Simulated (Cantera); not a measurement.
Charge: 1 mol Fe₂O₃, 0.3 mol CH₄, 0.67 mol CO, held at 0.00133 bar.

Method: chemical equilibrium by Gibbs-energy minimisation in Cantera with the NASA 1993 tables (ideal gas, pure condensed phases). Candidate condensed phases: C, C₆H₆, C₇H₈, C₈H₁₈, Fe, Fe(CO)₅, FeO, Fe(OH)₂, Fe(OH)₃, Fe₂O₃, Fe₃O₄, H₂O; 114 gas species. The tables' stoichiometric FeO is somewhat more stable than real wüstite, so its field is too wide. FeO: taken at fixed stoichiometry. The numbers say what is thermodynamically allowed, not how fast it happens. All values below are at 1425 K.

Base state: CO 0.390, CO₂ 0.228, H₂O 0.218, H₂ 0.164, H 7.57e-5 (mole fractions); condensed: FeO(s).

### Question
What changes in the equilibrium state with this change: CH₄ from 0.3 to 0.68 mol?

### Answer
```tsv
species	before	after
CO	0.390	0.426
H₂	0.164	0.362
H₂O	0.218	0.140
CO₂	0.228	0.0723
Fe	6.09e-6	2.10e-5
H	7.57e-5	0.000112
FeO(s), mol	2.00	1.75
Fe(γ), mol	0	0.255
```
Mutual solubility and eutectic melting of coexisting phases are not modelled.
